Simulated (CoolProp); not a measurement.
Saturation properties of R1336mzz(E) (Tc = 403.5 K, pc = 2.779 MPa, ω = 0.413).

The numbers come from the reference Helmholtz-energy equation of state, Akasaka 2023 in CoolProp.

```json
[
 {"T (K)": "319.8", "p (MPa)": "0.3898", "vapour density (kg/m³)": "27.60", "enthalpy of vaporisation (kJ/kg)": "?", "liquid cp (kJ/(kg K))": "1.281"},
 {"T (K)": "323.2", "p (MPa)": "0.4309", "vapour density (kg/m³)": "30.52", "enthalpy of vaporisation (kJ/kg)": "129.6", "liquid cp (kJ/(kg K))": "1.288"},
 {"T (K)": "326.6", "p (MPa)": "?", "vapour density (kg/m³)": "33.70", "enthalpy of vaporisation (kJ/kg)": "127.4", "liquid cp (kJ/(kg K))": "1.296"},
 {"T (K)": "330.1", "p (MPa)": "0.5244", "vapour density (kg/m³)": "?", "enthalpy of vaporisation (kJ/kg)": "125.1", "liquid cp (kJ/(kg K))": "?"},
 {"T (K)": "333.5", "p (MPa)": "0.5757", "vapour density (kg/m³)": "41.03", "enthalpy of vaporisation (kJ/kg)": "122.7", "liquid cp (kJ/(kg K))": "1.314"},
 {"T (K)": "336.9", "p (MPa)": "0.6307", "vapour density (kg/m³)": "45.12", "enthalpy of vaporisation (kJ/kg)": "120.3", "liquid cp (kJ/(kg K))": "1.324"},
 {"T (K)": "340.3", "p (MPa)": "0.6896", "vapour density (kg/m³)": "49.57", "enthalpy of vaporisation (kJ/kg)": "117.8", "liquid cp (kJ/(kg K))": "1.336"},
 {"T (K)": "343.8", "p (MPa)": "0.7545", "vapour density (kg/m³)": "54.56", "enthalpy of vaporisation (kJ/kg)": "115.2", "liquid cp (kJ/(kg K))": "1.348"},
 {"T (K)": "347.2", "p (MPa)": "0.8219", "vapour density (kg/m³)": "59.84", "enthalpy of vaporisation (kJ/kg)": "?", "liquid cp (kJ/(kg K))": "1.362"},
 {"T (K)": "350.6", "p (MPa)": "?", "vapour density (kg/m³)": "65.59", "enthalpy of vaporisation (kJ/kg)": "109.7", "liquid cp (kJ/(kg K))": "1.377"},
 {"T (K)": "354", "p (MPa)": "0.9701", "vapour density (kg/m³)": "71.87", "enthalpy of vaporisation (kJ/kg)": "106.8", "liquid cp (kJ/(kg K))": "1.393"},
 {"T (K)": "357.4", "p (MPa)": "1.051", "vapour density (kg/m³)": "78.73", "enthalpy of vaporisation (kJ/kg)": "103.8", "liquid cp (kJ/(kg K))": "1.412"}
]
```

Question: What belongs in the gaps?

Answer: 
- 319.8, enthalpy of vaporisation (kJ/kg): 131.8
- 326.6, p (MPa): 0.4752
- 330.1, vapour density (kg/m³): 37.26
- 330.1, liquid cp (kJ/(kg K)): 1.305
- 347.2, enthalpy of vaporisation (kJ/kg): 112.5
- 350.6, p (MPa): 0.8936

It boils at 281.0 K under 1 atm.
